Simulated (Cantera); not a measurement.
A Cantera script and its output.

```python
import numpy as np
import cantera as ct

gas = ct.Solution("gri30.yaml")


def delay(T, t_max=10):
    gas.TPX = T, 78000, {'H2': 1, 'O2': 1.06, 'N2': 4, 'H2O': 1.1}
    reactor = ct.IdealGasReactor(gas, clone=False)
    net = ct.ReactorNet([reactor])
    net.rtol, net.atol = 1e-8, 1e-16
    while net.time < t_max:
        t_old, T_old = net.time, reactor.T
        net.step()
        if reactor.T > T + 400:  # ignition: a rise of 400 K
            return t_old + (T + 400 - T_old) / (reactor.T - T_old) * (net.time - t_old)
    return np.nan


taus = []
for T in [1175, 1275, 1375, 1475, 1575, 1675, 1775]:
    taus.append(delay(T))
    print(f"T0 = {T:6g} K   tau = {taus[-1]:.4e} s")
```

Result:

```
T0 =   1175 K   tau = 9.8466e-05 s
T0 =   1275 K   tau = 5.7218e-05 s
T0 =   1375 K   tau = 4.0837e-05 s
T0 =   1475 K   tau = 3.3636e-05 s
T0 =   1575 K   tau = 3.1034e-05 s
T0 =   1675 K   tau = 3.1236e-05 s
T0 =   1775 K   tau = 3.3432e-05 s
```

Cantera simulation using GRI-Mech 3.0 (53 species, 325 reactions); the numbers are that mechanism's predictions, not measurements. Where the delays flatten at high temperature, the 400 K rule measures the pace of heat release, not the induction time.
